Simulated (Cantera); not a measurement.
An isothermal plug-flow reactor at 850 K and 760 Torr (inlet), inlet velocity 2.3 m/s, active area per volume 1500 1/m; feed 0.399 % CO, 11.0 % O2, 78.8 % N2, 9.87 % H2O, equivalence ratio 0.018.

Cantera simulation using Deutschmann's 1995 Pt surface mechanism with GRI-Mech 3.0 gas chemistry; the numbers are that mechanism's predictions, not measurements. Catalytic surfaces can have several steady states; this one follows from the mechanism file's or the stated starting coverage. Mass transfer to the wall is taken as infinitely fast.

Question: Predict: x(CO) at z = 0.0043 m; x(O2) at z = 0.0043 m; x(H2O) at z = 0.0043 m; x(CO2) at z = 0.0043 m; θ(free Pt) at the exit; θ(O*) at the exit; θ(OH*) at the exit.

Answer: 
```
Quantity                  Value
----------------------  -------
x(CO) at z = 0.0043 m   7.85e-5
x(O2) at z = 0.0043 m     0.108
x(H2O) at z = 0.0043 m   0.0989
x(CO2) at z = 0.0043 m  0.00392
θ(free Pt) at the exit   0.0615
θ(O*) at the exit         0.932
θ(OH*) at the exit      0.00629
```
